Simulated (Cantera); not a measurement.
What does this Cantera script print?

```python
import numpy as np
import cantera as ct

gas_names = [...]  # 135 gases of nasa_gas.yaml made of C, Cl, F, H
cond_names = """
    C(gr) C6H6(L) C7H8(L) C8H18(L),n-octa
""".split()


# ... load() reads the species with a 1 bar reference pressure and builds the phases ...
atoms = {
    'C2F6': {'C': 2, 'F': 6},
    'HCl': {'H': 1, 'CL': 1},
    'H2': {'H': 2},
}
top_T = {'C(gr)': 4500}  # K; cautious upper limits of use, not melting points


# ... equilibrate(T, P, feed) seeds the gas with the atoms and calls Mixture.equilibrate('TP', solver="vcs", rtol=1e-11, max_steps=5000) ...
results = []
feed = {'C2F6': 1, 'HCl': 0.014, 'H2': 8.8}  # mol
P = 10000  # Pa
for T in [2000, 2250, 2500, 2750, 3000, 3250, 3500, 3750, 4000, 4250, 4500, 4750, 5000]:
    mix = equilibrate(T, P, feed)
    results.append((T, P, feed, dict(zip(mix.species_names, mix.species_moles))))

top = {s: max(r[3][s] / sum(r[3][g] for g in gas_names) for r in results) for s in gas_names}
cols = sorted((s for s in top if top[s] > 0.0001), key=lambda s: -top[s])[:6]
seen = [c for c in cond_names if any(r[3].get(c, 0) > 1e-12 for r in results)]
print("log10 of partial pressures in bar; condensed amounts in mol")
print(f"{'T/K':>10s}" + "".join(f"{s[:9]:>10s}" for s in cols + seen))
for T, P, feed, n in results:
    ng = sum(n[g] for g in gas_names)
    print(f"{T:10.4g}" + "".join(f"{np.log10(max(n[s] / ng * P / 1e5, 1e-99)):10.3f}" for s in cols)
          + "".join(f"{n.get(c, 0):10.4g}" for c in seen))
```

Output:

```
log10 of partial pressures in bar; condensed amounts in mol
       T/K         H        HF        H2         F         C        C3     C(gr)
      2000    -3.445    -1.295    -1.312    -6.814   -10.517   -10.557     1.991
      2250    -2.790    -1.298    -1.321    -5.760    -8.439    -8.187     1.962
      2500    -2.275    -1.306    -1.350    -4.911    -6.779    -6.304      1.88
      2750    -1.875    -1.325    -1.420    -4.203    -5.423    -4.773     1.702
      3000    -1.582    -1.362    -1.561    -3.591    -4.295    -3.506     1.274
      3250    -1.395    -1.426    -1.802    -3.045    -3.413    -2.652         0
      3500    -1.279    -1.505    -2.101    -2.554    -2.902    -2.657         0
      3750    -1.223    -1.636    -2.448    -2.145    -2.522    -2.853         0
      4000    -1.194    -1.861    -2.793    -1.877    -2.277    -3.287         0
      4250    -1.178    -2.168    -3.118    -1.739    -2.165    -3.982         0
      4500    -1.170    -2.509    -3.418    -1.677    -2.128    -4.789         0
      4750    -1.167    -2.847    -3.694    -1.651    -2.116    -5.575         0
      5000    -1.165    -3.166    -3.946    -1.640    -2.112    -6.301         0
```

Equilibrium computed with Cantera from the NASA thermochemical tables; the gas is ideal and each condensed phase is pure. The feed counts by its element totals alone.
